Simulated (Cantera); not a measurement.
Input: 1 mol SiCl4, 15 mol NO, held at 2098 K and 0.230 bar.

Cantera equilibrium calculation (NASA polynomials, part measured and part estimated; ideal gas, pure solids and liquids). Candidate condensed phases: Si, SiO2, Si2N2O, Si3N4; 23 gas species. The tables hold silica as quartz up to 1696 K and as liquid above; real silica turns to tridymite and cristobalite and melts near 1996 K. The numbers say what is thermodynamically allowed, not how fast it happens.

Base state: N2 0.415, O2 0.358, Cl 0.206, NO 0.00939, Cl2 0.00875, O 0.00171, ClO 0.000831 (mole fractions); condensed: SiO2(l).

Question: What changes in the equilibrium state with this change: temperature from 2098 K to 1423.15 K?

Answer: 
```csv
species,before,after
N2,0.415,0.463
O2,0.358,0.401
Cl2,0.00875,0.112
Cl,0.206,0.0236
O,0.00171,1.78e-6
NO,0.00939,0.000872
ClO,0.000831,0.000195
"SiO2(l), mol",1.000,0
"SiO2(β-quartz), mol",0,1.00
```
